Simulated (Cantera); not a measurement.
**Gas activation for diamond growth**

An isothermal, constant-pressure homogeneous reactor starts with 4.02 % CH4, 95.6 % H2, 0.382 % CO2, at 1525 K and 4800 Pa.

Cantera simulation using GRI-Mech 3.0 (53 species, 325 reactions); the numbers are that mechanism's predictions, not measurements. GRI-Mech 3.0 stops at C3 and has no aromatics, soot or wall deposition, so with more carbon than oxygen in the feed, carbon stays in small species such as C2H2 where larger ones or solid carbon would form. Radical loss at walls, strong at low pressure, is not modelled.

| t (s) | x CH4 | x H2 | x CO2 | x O | x C2H |
|---|---|---|---|---|---|
| 0.000700 | 0.0402 | 0.956 | 0.00382 | <1e-12 | <1e-12 |
| 0.00153 | 0.0402 | 0.956 | 0.00382 | <1e-12 | <1e-12 |
| 0.00335 | 0.0401 | 0.956 | 0.00382 | <1e-12 | <1e-12 |
| 0.00732 | 0.0401 | 0.956 | 0.00382 | <1e-12 | <1e-12 |
| 0.0160 | 0.0401 | 0.956 | 0.00381 | <1e-12 | <1e-12 |
| 0.0350 | 0.0401 | 0.956 | 0.00377 | <1e-12 | <1e-12 |
| 0.0765 | 0.0400 | 0.956 | 0.00363 | <1e-12 | 4.07e-12 |
| 0.167 | 0.0397 | 0.956 | 0.00330 | <1e-12 | 2.58e-11 |
| 0.366 | 0.0392 | 0.955 | 0.00267 | <1e-12 | 7.96e-11 |
| 0.800 | 0.0380 | 0.955 | 0.00167 | <1e-12 | 1.94e-10 |
| 1.75 | 0.0357 | 0.955 | 0.000602 | <1e-12 | 4.28e-10 |
| 3.83 | 0.0314 | 0.957 | 6.67e-5 | <1e-12 | 8.70e-10 |
| 8.37 | 0.0247 | 0.960 | 5.85e-6 | <1e-12 | 1.59e-9 |
| 18.3 | 0.0166 | 0.965 | 5.37e-6 | <1e-12 | 2.51e-9 |
| 40.0 | 0.00969 | 0.968 | 5.26e-6 | <1e-12 | 3.36e-9 |
x: mole fraction; the columns are a selection and need not sum to one.

Equilibrium at this temperature and pressure: CH4 0.00372, H2 0.973, CO2 3.78e-11, O <1e-12, C2H 3.73e-9 (gas phase only).
